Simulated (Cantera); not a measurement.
Charge: 1 mol SiC, 0.56 mol C, 0.023 mol N₂, at 2675 K and 10.0 mbar.

Method: chemical equilibrium by Gibbs-energy minimisation in Cantera with the NASA 1993 tables (ideal gas, pure condensed phases). Candidate condensed phases: C, Si, SiC, Si₃N₄; 20 gas species. The tables' values for SiN are old estimates; treat these amounts as uncertain. Kinetics and transport are ignored.

**Question.** What is the equilibrium state?

**Answer.** 
```
Item                                  Result
--------------------------------  ----------
x(Si)                                  0.567
x(SiC₂)                                0.235
x(Si₂C)                                0.123
x(N₂)                                 0.0643
x(Si₂)                               0.00676
x(SiN)                               0.00113
x(CN)                                0.00102
x(C₃)                               0.000630
x(SiC)                              0.000594
n(C(graphite))                     0.724 mol
n(SiC(s))                          0.626 mol
gas amount                        0.3512 mol
log10 activity of Si(l) (absent)       -0.45
```
